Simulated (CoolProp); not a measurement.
Vapour-liquid equilibrium of n-heptane (1) + o-xylene (2) at 10.3 kPa; x and y are mole fractions of (1).

Values from CoolProp's multi-fluid Helmholtz-energy mixture model, Span 2003 and Zhou 2012; pair parameters Bell 2016.

| x | bubble temperature (K) | y at the bubble point | dew temperature at overall composition x (K) | liquid density (mol/L) |
|---|---|---|---|---|
| 0.05 | 341.8 | 0.263 | 346.9 | 7.815 |
| 0.15 | 333.2 | 0.541 | 344.6 | 7.720 |
| 0.25 | 327.6 | 0.681 | 342.1 | 7.606 |
| 0.35 | 323.6 | 0.766 | 339.4 | 7.483 |
| 0.45 | 320.4 | 0.824 | 336.3 | 7.357 |
| 0.55 | 317.8 | 0.868 | 332.9 | 7.231 |
| 0.65 | 315.6 | 0.904 | 329.0 | 7.106 |
| 0.75 | 313.6 | 0.934 | 324.4 | 6.983 |
| 0.85 | 311.7 | 0.962 | 318.9 | 6.863 |
| 0.95 | 310.0 | 0.988 | 312.5 | 6.746 |

No azeotrope shows between x = 0.05 and 0.95.

The pair parameters rest on a limited set of measurements; away from them the model extrapolates.
